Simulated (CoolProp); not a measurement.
Vapour-liquid equilibrium of R142b (1) + R113 (2) at 0.122 MPa; x and y are mole fractions of (1).

Computed with CoolProp (multi-fluid Helmholtz-energy mixture model, Lemmon 2006 and Marx 1992; pair parameters Bell 2016).

Task: Give the bubble temperature and the first vapour's composition at x = 0.05, 0.2, 0.95. Is there an azeotrope?

Result: x = 0.05: 317.5 K, y = 0.282; x = 0.2: 299.4 K, y = 0.676; x = 0.95: 269.8 K, y = 0.991. No azeotrope shows between x = 0.05 and 0.95.

Pair parameters are fitted to limited data, so mixtures are less certain than the pure fluids.
